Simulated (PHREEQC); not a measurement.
Consider water at 25 °C with 0.0031 mol CdCl2, 0.068 mol Na2SO4 and 0.00063 mol HCl per kg of water. Closed to the air; pH follows from the charge balance.

Equilibrium calculation in PHREEQC: ion-association model, phreeqc.dat.

| quantity | before | after |
|---|---|---|
| pH | 3.73 | 3.79 |
| ionic strength (mol/kgw) | 0.184 | 0.183 |
| Cd+2 (mol/kgw) | 0.000889 | 0.000893 |
| CdCl+ (mol/kgw) | 0.000172 | 0.000175 |
| CdCl2 (mol/kgw) | 2.48e-6 | 2.58e-6 |
| CdOH+ (mol/kgw) | 1.67e-10 | 3.88e-10 |

Which change was made?
(A) CdCl2 from 0.0031 to 0.0062 mol/kgw
(B) temperature from 25 to 35 °C
(C) diluted 100-fold with water
(D) Na2SO4 left out

B, temperature from 25 to 35 °C

Precipitation was switched off in this run.
